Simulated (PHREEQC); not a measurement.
Solution A (0.0077 mol ZnSO4 per kg of water) is mixed with solution B (0.00012 mol CaSO4, 0.0011 mol Na2SO4 and 0.018 mol KCl per kg of water) at 35 °C; shares are by mass of water, 1 kg in all. Oxygen is held at 0.21 atm. CO2 from the air is kept out. The run lets Gypsum, Portlandite, Zn(OH)2-e, Zn4(OH)6SO4, Zn5(OH)8Cl2, Halite, Mirabilite, Goslarite precipitate or redissolve, and no other solid.

The numbers come from PHREEQC with the ion-association model, wateq4f.dat.

```json
[
 {"share of solution B": "0", "pH": "5.64", "Ca+2 (mol/kgw)": "0", "Zn+2 (mol/kgw)": "0.00530", "SO4-2 (mol/kgw)": "0.00521", "ZnSO4 (mol/kgw)": "0.00230", "CaSO4 (mol/kgw)": "0"},
 {"share of solution B": "0.1", "pH": "5.65", "Ca+2 (mol/kgw)": "8.92e-6", "Zn+2 (mol/kgw)": "[?]", "SO4-2 (mol/kgw)": "0.00489", "ZnSO4 (mol/kgw)": "0.00197", "CaSO4 (mol/kgw)": "3.08e-6"},
 {"share of solution B": "0.2", "pH": "5.66", "Ca+2 (mol/kgw)": "1.82e-5", "Zn+2 (mol/kgw)": "0.00441", "SO4-2 (mol/kgw)": "0.00455", "ZnSO4 (mol/kgw)": "0.00165", "CaSO4 (mol/kgw)": "5.81e-6"},
 {"share of solution B": "0.3", "pH": "5.68", "Ca+2 (mol/kgw)": "2.78e-5", "Zn+2 (mol/kgw)": "0.00394", "SO4-2 (mol/kgw)": "0.00420", "ZnSO4 (mol/kgw)": "0.00135", "CaSO4 (mol/kgw)": "8.15e-6"},
 {"share of solution B": "0.4", "pH": "5.70", "Ca+2 (mol/kgw)": "3.79e-5", "Zn+2 (mol/kgw)": "0.00345", "SO4-2 (mol/kgw)": "0.00382", "ZnSO4 (mol/kgw)": "0.00107", "CaSO4 (mol/kgw)": "1.01e-5"},
 {"share of solution B": "0.5", "pH": "5.73", "Ca+2 (mol/kgw)": "4.85e-5", "Zn+2 (mol/kgw)": "0.00294", "SO4-2 (mol/kgw)": "0.00343", "ZnSO4 (mol/kgw)": "0.000821", "CaSO4 (mol/kgw)": "1.15e-5"},
 {"share of solution B": "0.6", "pH": "5.76", "Ca+2 (mol/kgw)": "[?]", "Zn+2 (mol/kgw)": "0.00241", "SO4-2 (mol/kgw)": "[?]", "ZnSO4 (mol/kgw)": "0.000591", "CaSO4 (mol/kgw)": "1.25e-5"},
 {"share of solution B": "0.7", "pH": "[?]", "Ca+2 (mol/kgw)": "7.12e-5", "Zn+2 (mol/kgw)": "0.00185", "SO4-2 (mol/kgw)": "0.00258", "ZnSO4 (mol/kgw)": "0.000390", "CaSO4 (mol/kgw)": "1.28e-5"},
 {"share of solution B": "0.8", "pH": "5.88", "Ca+2 (mol/kgw)": "8.36e-5", "Zn+2 (mol/kgw)": "0.00127", "SO4-2 (mol/kgw)": "0.00212", "ZnSO4 (mol/kgw)": "0.000220", "CaSO4 (mol/kgw)": "1.24e-5"},
 {"share of solution B": "0.9", "pH": "6.01", "Ca+2 (mol/kgw)": "9.69e-5", "Zn+2 (mol/kgw)": "0.000654", "SO4-2 (mol/kgw)": "0.00163", "ZnSO4 (mol/kgw)": "8.78e-5", "CaSO4 (mol/kgw)": "1.11e-5"},
 {"share of solution B": "1", "pH": "6.85", "Ca+2 (mol/kgw)": "0.000111", "Zn+2 (mol/kgw)": "0", "SO4-2 (mol/kgw)": "0.00111", "ZnSO4 (mol/kgw)": "0", "CaSO4 (mol/kgw)": "8.73e-6"}
]
```

Q: Some entries are withheld; supply them.

A: 
- 0.1, Zn+2 (mol/kgw): 0.00487
- 0.6, Ca+2 (mol/kgw): 5.95e-5
- 0.6, SO4-2 (mol/kgw): 0.00302
- 0.7, pH: 5.81
